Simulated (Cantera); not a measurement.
# Adiabatic ignition

An adiabatic, constant-volume homogeneous reactor starts with 5.45 % CH4, 19.8 % O2, 74.7 % N2, at 1125 K and 2.50 bar.

Computed with Cantera and GRI-Mech 3.0 (53 species, 325 reactions).

```json
[
 {"t (s)": "6.00e-6", "T (K)": "1125", "P (bar)": "2.50", "x CH4": "0.0545", "x O2": "0.198", "x C2H2": "<1e-12", "x H2O": "9.78e-12", "x C2H": "<1e-12", "x HCO": "<1e-12", "x CO2": "<1e-12"},
 {"t (s)": "1.60e-5", "T (K)": "1125", "P (bar)": "2.50", "x CH4": "0.0545", "x O2": "0.198", "x C2H2": "<1e-12", "x H2O": "6.65e-11", "x C2H": "<1e-12", "x HCO": "<1e-12", "x CO2": "<1e-12"},
 {"t (s)": "4.29e-5", "T (K)": "1125", "P (bar)": "2.50", "x CH4": "0.0545", "x O2": "0.198", "x C2H2": "<1e-12", "x H2O": "4.71e-10", "x C2H": "<1e-12", "x HCO": "<1e-12", "x CO2": "<1e-12"},
 {"t (s)": "0.000115", "T (K)": "1125", "P (bar)": "2.50", "x CH4": "0.0545", "x O2": "0.198", "x C2H2": "<1e-12", "x H2O": "3.52e-9", "x C2H": "<1e-12", "x HCO": "<1e-12", "x CO2": "<1e-12"},
 {"t (s)": "0.000307", "T (K)": "1125", "P (bar)": "2.50", "x CH4": "0.0545", "x O2": "0.198", "x C2H2": "<1e-12", "x H2O": "2.90e-8", "x C2H": "<1e-12", "x HCO": "<1e-12", "x CO2": "<1e-12"},
 {"t (s)": "0.000820", "T (K)": "1125", "P (bar)": "2.50", "x CH4": "0.0545", "x O2": "0.198", "x C2H2": "<1e-12", "x H2O": "2.81e-7", "x C2H": "<1e-12", "x HCO": "<1e-12", "x CO2": "4.91e-12"},
 {"t (s)": "0.00219", "T (K)": "1125", "P (bar)": "2.50", "x CH4": "0.0545", "x O2": "0.198", "x C2H2": "<1e-12", "x H2O": "3.33e-6", "x C2H": "<1e-12", "x HCO": "<1e-12", "x CO2": "2.48e-10"},
 {"t (s)": "0.00587", "T (K)": "1125", "P (bar)": "2.50", "x CH4": "0.0545", "x O2": "0.198", "x C2H2": "2.19e-12", "x H2O": "2.60e-5", "x C2H": "<1e-12", "x HCO": "5.90e-12", "x CO2": "4.43e-9"},
 {"t (s)": "0.0157", "T (K)": "1126", "P (bar)": "2.50", "x CH4": "0.0543", "x O2": "0.198", "x C2H2": "1.02e-10", "x H2O": "0.000151", "x C2H": "<1e-12", "x HCO": "4.25e-11", "x CO2": "4.53e-8"},
 {"t (s)": "0.0420", "T (K)": "2486", "P (bar)": "5.55", "x CH4": "<1e-12", "x O2": "0.0873", "x C2H2": "<1e-12", "x H2O": "0.104", "x C2H": "<1e-12", "x HCO": "6.03e-10", "x CO2": "0.0517"},
 {"t (s)": "0.112", "T (K)": "2461", "P (bar)": "5.49", "x CH4": "<1e-12", "x O2": "0.0817", "x C2H2": "<1e-12", "x H2O": "0.104", "x C2H": "<1e-12", "x HCO": "4.87e-10", "x CO2": "0.0520"},
 {"t (s)": "0.300", "T (K)": "2461", "P (bar)": "5.49", "x CH4": "<1e-12", "x O2": "0.0817", "x C2H2": "<1e-12", "x H2O": "0.104", "x C2H": "<1e-12", "x HCO": "4.87e-10", "x CO2": "0.0520"}
]
```
x: mole fraction; the columns are a selection and need not sum to one.

The time of steepest temperature rise comes out as 41.2 ms and the temperature at 0.300 s comes out as 2461 K. The equilibrium temperature is 2461 K and the x(CH4) at 0.300 s is <1e-12 (gas-phase equilibrium <1e-12). The x(O2) at 0.300 s is 0.0817 (gas-phase equilibrium 0.0817). The x(C2H2) at 0.300 s comes out as <1e-12 (gas-phase equilibrium <1e-12).
